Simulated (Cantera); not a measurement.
An adiabatic, constant-pressure homogeneous reactor starts with 4.87 % CO, 4.87 % H₂, 1.56 % CH₄, 19.0 % O₂, 62.9 % N₂, 6.82 % H₂O, equivalence ratio 0.42, at 1648 K and 5.00 bar.

Model: GRI-Mech 3.0 (53 species, 325 reactions), integrated in Cantera.

One state of this run: T (K) = 2518; x CO = 0.00356; x H₂ = 0.00133; x CH₄ = <1e-12; x CH₂O = 9.45e-12; x HCO = 1.10e-9; x CH₃ = <1e-12; x C₂H₆ = <1e-12. x: mole fraction; the columns are a selection and need not sum to one.

Q: Which value of t (s) does it belong to?
(A) 8.66e-5
(B) 0.570
(C) 7.02e-6
(D) 2.47e-5

A: B, 0.570
